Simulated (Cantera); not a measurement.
A closed system holds: 1 mol Si3N4, 0.005 mol O2, 7.1 mol N2.

Equilibrium computed with Cantera from the NASA thermochemical tables; the gas is ideal and each condensed phase is pure. Candidate condensed phases: Si, SiO2, Si2N2O, Si3N4; 16 gas species. Mutual solubility and eutectic melting of coexisting phases are not modelled. The numbers say what is thermodynamically allowed, not how fast it happens.

Task: What condenses at these points (T in K, P in Pa): (2048, 0.10); (1848, 130); (1648, 22); (1648, 28000); (1448, 3.6); (1648, 130); (1248, 130)?

Result: 
| T (K) | P in Pa | condensed phases | Si condensed (%) |
|---|---|---|---|
| 2048 | 0.10 | gas only | 0.0 |
| 1848 | 130 | Si | 98.1 |
| 1648 | 22 | Si | 99.3 |
| 1648 | 28000 | Si2N2O + Si3N4 | 100.0 |
| 1448 | 3.6 | Si3N4 | 99.7 |
| 1648 | 130 | Si3N4 | 99.6 |
| 1248 | 130 | Si2N2O + Si3N4 | 100.0 |
